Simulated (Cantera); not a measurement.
Cantera run:

```python
import numpy as np
import cantera as ct

gas_names = """
    H HO2 H2 H2O H2O2 Mg MgH MgO MgOH MgO2H2 Mg2 O OH O2 O3
""".split()
cond_names = """
    H2O(s) H2O(L) Mg(cr) Mg(L) MgO(s) MgO(L) MgO2H2(s)
""".split()


# ... load() reads the species with a 1 bar reference pressure and builds the phases ...
atoms = {
    'Mg(OH)2': {'Mg': 1, 'O': 2, 'H': 2},
    'H2': {'H': 2},
}
top_T = {}  # K; cautious upper limits of use, not melting points


# ... equilibrate(T, P, feed) seeds the gas with the atoms and calls Mixture.equilibrate('TP', solver="vcs", rtol=1e-11, max_steps=5000) ...
results = []
feed = {'Mg(OH)2': 1, 'H2': 4}  # mol
P = 83000  # Pa
for T in [1023, 1223, 1423, 1623, 1823, 2023, 2223]:
    mix = equilibrate(T, P, feed)
    results.append((T, P, feed, dict(zip(mix.species_names, mix.species_moles))))

top = {s: max(r[3][s] / sum(r[3][g] for g in gas_names) for r in results) for s in gas_names}
cols = sorted((s for s in top if top[s] > 1e-06), key=lambda s: -top[s])[:8]
seen = [c for c in cond_names if any(r[3].get(c, 0) > 1e-12 for r in results)]
print("log10 of partial pressures in bar; condensed amounts in mol")
print(f"{'T/K':>10s}" + "".join(f"{s[:9]:>10s}" for s in cols + seen))
for T, P, feed, n in results:
    ng = sum(n[g] for g in gas_names)
    print(f"{T:10.4g}" + "".join(f"{np.log10(max(n[s] / ng * P / 1e5, 1e-99)):10.3f}" for s in cols)
          + "".join(f"{n.get(c, 0):10.4g}" for c in seen))
```

Result:

```
log10 of partial pressures in bar; condensed amounts in mol
       T/K        H2       H2O         H        Mg        OH      MgOH    MgO2H2       MgH    MgO(s)
      1023    -0.178    -0.780    -8.472   -16.337   -11.654   -15.657   -11.906   -18.739         1
      1223    -0.178    -0.780    -6.611   -12.236    -9.258   -12.091    -9.647   -14.470         1
      1423    -0.178    -0.780    -5.267    -9.310    -7.532    -9.543    -8.027   -11.422         1
      1623    -0.178    -0.780    -4.249    -7.121    -6.229    -7.635    -6.810    -9.142         1
      1823    -0.178    -0.780    -3.452    -5.426    -5.212    -6.155    -5.863    -7.375         1
      2023    -0.179    -0.780    -2.811    -4.076    -4.395    -4.976    -5.107    -5.968    0.9994
      2223    -0.182    -0.780    -2.285    -2.980    -3.722    -4.017    -4.490    -4.826    0.9928
```

Method: chemical equilibrium by Gibbs-energy minimisation in Cantera with the NASA 1993 tables (ideal gas, pure condensed phases). The tables' values for MgH are old estimates; treat these amounts as uncertain.
